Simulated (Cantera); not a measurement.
Charge: 1 mol C2F6, held at 3.30 mbar.

These are equilibrium values from Cantera (NASA tables, ideal gas, pure condensed phases), not measurements of a reactor. Candidate condensed phases: C; 13 gas species. The feed counts by its element totals alone. Gases not in the tables: C2F6 and larger saturated fluorocarbons. Rates play no part.

x: gas mole fraction; n: condensed amount in mol.

```csv
T (°C),x CF4,x CF2,x F,x CF3,n C(graphite)
1302,0.997,0.00216,0.000480,0.000310,0.498
1352,0.994,0.00414,0.00101,0.000527,0.497
1402,0.989,___,___,___,0.495
1452,0.981,0.0136,0.00391,0.00138,0.491
1502,0.967,0.0232,0.00726,0.00212,0.484
1552,0.945,0.0384,0.0130,0.00317,0.474
1602,0.912,___,___,___,0.459
1652,0.861,0.0944,0.0376,0.00639,0.436
```

**Question.** What belongs in the gaps?

**Answer.** 
- 1602, x CF2: 0.0613
- 1602, x F: 0.0225
- 1602, x CF3: 0.00458
- 1402, x CF2: 0.00764
- 1402, x F: 0.00203
- 1402, x CF3: 0.000865
